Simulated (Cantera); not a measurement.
Charge: 1 mol MgSO4, 0.018 mol O2, 1.2 mol H2, at 1752 °C and 0.0100 bar.

These are equilibrium values from Cantera (NASA tables, ideal gas, pure condensed phases), not measurements of a reactor. Candidate condensed phases: H2O, H2SO4, Mg, MgO, Mg(OH)2, MgS, MgSO4, S; 26 gas species. Kinetics and transport are ignored.

Base state: H2O 0.487, SO2 0.427, H2 0.0506, SO 0.0237, OH 0.00436, H 0.00433, O2 0.00112, S 0.000434 (mole fractions); condensed: MgO(s).

Problem. What changes in the equilibrium state with this change: H2 from 1.2 to 1.5 mol?

Solution. 
```csv
species,before,after
H2O,0.487,0.475
SO2,0.427,0.344
H2,0.0506,0.118
SO,0.0237,0.0456
Mg,0.000225,0.000536
S2,0.000135,0.00281
H2S,3.24e-5,0.000345
"MgO(s), mol",0.999,0.998
```
